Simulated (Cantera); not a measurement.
A freely propagating, adiabatic, planar premixed flame of 5.45 % C₃H₈, 21.0 % O₂, 73.6 % N₂, equivalence ratio 1.3, unburnt at 475 K and 10.0 bar; mixture-averaged transport, grid criteria slope 0.08 and curve 0.16, no radiation.

Computed with Cantera and GRI-Mech 3.0 (53 species, 325 reactions). GRI-Mech 3.0 was tuned for natural gas; its chemistry of propane as a main component is partial and can be far from experiment. Burning velocities carry a grid error of a few per cent, more on coarse grids.

Question: Predict: laminar burning velocity; thermal thickness; peak x(CO); peak x(CH₂CO); peak x(H); peak x(OH).

Answer: 
| Quantity | Result |
|---|---|
| laminar burning velocity | 48.7 cm/s |
| thermal thickness | 0.0494 mm |
| peak x(CO) | 0.0911 |
| peak x(CH₂CO) | 0.00213 |
| peak x(H) | 0.00417 |
| peak x(OH) | 0.00292 |
